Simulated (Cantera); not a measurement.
A perfectly stirred reactor is fed with CH4 : CO2 = 1 : 0.33 (molar parts), at 2.00 bar; it is held at 1873 K, and followed from long to short residence time.

Cantera simulation using GRI-Mech 3.0 (53 species, 325 reactions); the numbers are that mechanism's predictions, not measurements. GRI-Mech 3.0 stops at C3 and has no aromatics, soot or wall deposition, so with more carbon than oxygen in the feed, carbon stays in small species such as C2H2 where larger ones or solid carbon would form.

Task: What does this change do: CO2 0.33 to 0.74 parts?

Result: 
```csv
quantity,before,after
x(CH4) at τ = 4.50 s,0.0125,0.00690
x(CO2) at τ = 4.50 s,0.000206,0.00157
x(O2) at τ = 4.50 s,<1e-12,<1e-12
x(C2H4) at τ = 4.50 s,0.00211,0.000578
x(H2O) at τ = 4.50 s,0.00167,0.00761
x(CH4) at τ = 41.0 ms,0.0495,0.0381
x(CO2) at τ = 41.0 ms,0.0109,0.0343
x(O2) at τ = 41.0 ms,2.66e-11,1.85e-10
x(C2H4) at τ = 41.0 ms,0.00257,0.00135
x(H2O) at τ = 41.0 ms,0.0658,0.121
```

Task: What does this change do: CO2 0.33 to 0.1 parts?

Result: 
| quantity | before | after |
|---|---|---|
| x(CH4) at τ = 4.50 s | 0.0125 | 0.0182 |
| x(CO2) at τ = 4.50 s | 0.000206 | 2.70e-5 |
| x(O2) at τ = 4.50 s | <1e-12 | <1e-12 |
| x(C2H4) at τ = 4.50 s | 0.00211 | 0.00387 |
| x(H2O) at τ = 4.50 s | 0.00167 | 0.000410 |
| x(CH4) at τ = 41.0 ms | 0.0495 | 0.0591 |
| x(CO2) at τ = 41.0 ms | 0.0109 | 0.00227 |
| x(O2) at τ = 41.0 ms | 2.66e-11 | 1.94e-12 |
| x(C2H4) at τ = 41.0 ms | 0.00257 | 0.00399 |
| x(H2O) at τ = 41.0 ms | 0.0658 | 0.0225 |
